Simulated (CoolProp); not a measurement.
The numbers come from the reference Helmholtz-energy equation of state, Platzer 1990 in CoolProp. This equation is an older, rougher fit; its heat capacities, sound speeds and derivatives of the liquid may be far off and weren't checked against measurements.

For R13, give the phase and the viscosity (µPa s), Prandtl number at 176.85 °C and 0.0976 MPa.


- 176.85 °C and 0.0976 MPa: gas; viscosity 20.6, Prandtl number 0.714

Viscosity comes from a separate model (Huber 2003), an estimate that may be off by 10 % or more. Thermal conductivity comes from a separate model (Huber 2003), an estimate that may be off by 10 % or more.
